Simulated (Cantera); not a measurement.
Feed: 1 mol Pb, 2.3 mol H₂O, a varied amount of N₂, equilibrated at 1298 K and 0.0380 bar.

Equilibrium computed with Cantera from the NASA thermochemical tables; the gas is ideal and each condensed phase is pure. Candidate condensed phases: H₂O, Pb, PbO, PbO₂, Pb₃O₄; 27 gas species. Equilibrium is a limit: real reactors are often held back by kinetics, nucleation or transport.

log p: log10 of the partial pressure in bar; nothing condenses.

| n(N₂) (mol) | log p N₂ | log p H₂O | log p Pb | log p H₂ | log p PbO | log p Pb₂ |
|---|---|---|---|---|---|---|
| 19 | -1.49 | -2.41 | -2.77 | -4.64 | -4.64 | -6.99 |
| 40 | -1.45 | ___ | ___ | ___ | ___ | ___ |
| 61 | -1.44 | -2.87 | -3.23 | -5.10 | -5.10 | -7.91 |
| 83 | -1.44 | -3.00 | -3.36 | -5.22 | -5.22 | -8.16 |
| 100 | -1.43 | -3.08 | -3.44 | -5.30 | -5.30 | -8.32 |
| 120 | -1.43 | ___ | ___ | ___ | ___ | ___ |
| 150 | -1.43 | -3.25 | -3.61 | -5.47 | -5.47 | -8.66 |
| 170 | -1.43 | -3.30 | -3.66 | -5.53 | -5.53 | -8.77 |
| 190 | -1.43 | -3.35 | -3.71 | -5.57 | -5.57 | -8.86 |
| 210 | -1.43 | -3.39 | -3.76 | -5.62 | -5.62 | -8.95 |

Question: Complete the blanks.

Answer: 
- 40, log p H₂O: -2.70
- 40, log p Pb: -3.06
- 40, log p H₂: -4.92
- 40, log p PbO: -4.92
- 40, log p Pb₂: -7.56
- 120, log p H₂O: -3.15
- 120, log p Pb: -3.52
- 120, log p H₂: -5.38
- 120, log p PbO: -5.38
- 120, log p Pb₂: -8.47
